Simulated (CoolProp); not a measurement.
Vapour-liquid equilibrium of methanol (1) + benzene (2) at 372.8 K; x and y are mole fractions of (1).

Model: multi-fluid Helmholtz-energy mixture model, de Reuck 1993 and Thol 2012; pair parameters Bell 2016, in CoolProp.

Q: Give the bubble pressure and the first vapour's composition at x = 0.05, 0.2, 0.65. Is there an azeotrope?

A: x = 0.05: 243.8 kPa, y = 0.268; x = 0.2: 337.7 kPa, y = 0.507; x = 0.65: 388.0 kPa, y = 0.669. y crosses x between x = 0.65 and 0.8: the model has an azeotrope there.

Pair parameters are fitted to limited data, so mixtures are less certain than the pure fluids. With so large a gap from Raoult's law the liquid may split in two, which this calculation doesn't test in full.
